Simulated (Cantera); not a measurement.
Input: 1 mol Pb, 1.2 mol CO, 4.6 mol N₂, held at 1.20 bar.

Method: chemical equilibrium by Gibbs-energy minimisation in Cantera with the NASA 1993 tables (ideal gas, pure condensed phases). Candidate condensed phases: C, Pb, PbO, PbO₂, Pb₃O₄; 27 gas species. Equilibrium is a limit: real reactors are often held back by kinetics, nucleation or transport. All values below are at 875 K.

Base state: N₂ 0.851, CO 0.0754, CO₂ 0.0733 (mole fractions); condensed: C(graphite) + Pb(l).

Task: What changes in the equilibrium state with this change: CO from 1.2 to 4.4 mol?

Result: 
```tsv
species	before	after
N₂	0.851	0.631
CO₂	0.0733	0.234
CO	0.0754	0.135
C(graphite), mol	0.396	1.71
Pb(l), mol	1.000	1.000
```

Task: What changes in the equilibrium state with this change: 0.0056 mol NH₃ added?

Result: 
```csv
species,before,after
N₂,0.851,0.850
CO,0.0754,0.0752
CO₂,0.0733,0.0730
H₂,0,0.00113
H₂O,0,0.000417
"C(graphite), mol",0.396,0.398
"Pb(l), mol",1.000,1.000
```
Further candidate phases: C₆H₆, C₇H₈, C₈H₁₈, H₂O.
